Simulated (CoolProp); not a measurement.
Aqueous ammonia as a coolant, at 13 °C, 1 atm.

Values from CoolProp's Melinder's fits for secondary coolants.

```csv
mass %,freezing point (°C),viscosity (mPa s),conductivity (W/(m K)),Prandtl number,density (kg/m³)
4.7,-5.7,1.31,0.552,(withheld),979.7
7.4,-9.5,1.33,(withheld),10.5,969.2
10.1,-13.8,(withheld),0.518,11.1,959.2
12.9,(withheld),1.42,0.502,(withheld),949.4
15.6,-24.6,1.47,0.487,12.7,940.3
18.3,-31.5,1.52,0.474,13.5,931.5
21,-39.7,1.54,0.463,14.1,923.0
23.8,-50.2,1.54,0.453,14.3,914.4
26.5,-62.9,1.52,0.445,14.5,906.4
29.2,-78.7,1.54,0.437,(withheld),898.6
```

Task: Some entries are withheld; supply them.

Result: 
- 4.7, Prandtl number: 9.93
- 7.4, conductivity (W/(m K)): 0.534
- 10.1, viscosity (mPa s): 1.37
- 12.9, freezing point (°C): -18.9
- 12.9, Prandtl number: 11.9
- 29.2, Prandtl number: 15.0
